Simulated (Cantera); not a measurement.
Cantera run, input and output.

```python
import numpy as np
import cantera as ct

gas = ct.Solution("gri30.yaml")
gas.TPX = 625, 100000, {'CH4': 1, 'H2': 0.54, 'O2': 2.06, 'N2': 7.76}
flame = ct.FreeFlame(gas, width=0.04)
flame.set_refine_criteria(ratio=3, slope=0.08, curve=0.16)
flame.transport_model = "unity-Lewis-number"
flame.solve(loglevel=0, auto=True)
z, T = flame.grid, flame.T
thick = (T[-1] - T[0]) / np.gradient(T, z).max()
show = ['CH4', 'H2', 'O2', 'C2H', 'O', 'CH2O']
print(f"laminar burning velocity  {flame.velocity[0] * 100:.3f} cm/s")
print(f"burnt temperature         {T[-1]:.1f} K")
print(f"thermal thickness         {thick * 1e3:.4f} mm")
print(f"grid points               {len(z)}")
z0 = z[flame.heat_release_rate.argmax()]
print(f"{'z/mm':>9s}{'T/K':>9s}{'u/(m/s)':>9s}" + "".join(f"{s:>11s}" for s in show))
rows = []
for k in (-3, -2, -1.5, -1, -0.5, -0.25, 0, 0.25, 0.5, 1, 2, 4, 8):
    zz = z0 + k * thick
    rows.append([k * thick, np.interp(zz, z, T), np.interp(zz, z, flame.velocity),
                 *(np.interp(zz, z, flame.X[gas.species_index(s)]) for s in show)])
    print(f"{rows[-1][0] * 1e3:9.3f}{rows[-1][1]:9.1f}{rows[-1][2]:9.3f}" + "".join(f"{x:11.3e}" for x in rows[-1][3:]))
```

It prints:

```
laminar burning velocity  131.486 cm/s
burnt temperature         2411.8 K
thermal thickness         0.3282 mm
grid points               136
     z/mm      T/K  u/(m/s)        CH4         H2         O2        C2H          O       CH2O
   -0.984    625.4    1.316  8.801e-02  4.753e-02  1.813e-01  1.542e-23  1.288e-12  5.954e-07
   -0.656    628.2    1.322  8.783e-02  4.753e-02  1.810e-01  8.141e-21  5.207e-11  5.195e-06
   -0.492    639.7    1.346  8.712e-02  4.753e-02  1.799e-01  1.164e-18  1.219e-09  2.396e-05
   -0.328    704.4    1.484  8.308e-02  4.749e-02  1.737e-01  5.608e-16  5.090e-08  1.266e-04
   -0.164   1055.5    2.239  5.990e-02  4.738e-02  1.382e-01  1.427e-11  8.216e-06  6.012e-04
   -0.082   1446.3    3.099  3.220e-02  4.703e-02  9.514e-02  6.812e-09  1.430e-04  8.347e-04
    0.000   1842.5    3.998  6.102e-03  4.119e-02  4.594e-02  3.461e-07  1.437e-03  4.806e-04
    0.082   1991.7    4.333  2.813e-04  3.012e-02  2.237e-02  1.956e-07  4.309e-03  5.404e-05
    0.164   2034.5    4.416  7.482e-06  2.728e-02  1.658e-02  1.019e-08  5.258e-03  1.854e-06
    0.328   2089.5    4.517  1.511e-08  2.702e-02  1.364e-02  3.027e-11  4.764e-03  4.623e-09
    0.656   2161.0    4.645  7.566e-13  2.547e-02  1.125e-02  2.553e-15  3.661e-03  2.994e-10
    1.313   2240.9    4.786  1.814e-15  2.275e-02  8.680e-03  1.597e-20  2.452e-03  2.626e-10
    2.625   2314.0    4.913  1.445e-15  1.997e-02  6.150e-03  2.480e-21  1.486e-03  2.271e-10
```

Cantera simulation using GRI-Mech 3.0 (53 species, 325 reactions); the numbers are that mechanism's predictions, not measurements. Unity Lewis numbers drop preferential diffusion, which matters most where H2 and H carry the flame. Burning velocities carry a grid error of a few per cent, more on coarse grids.
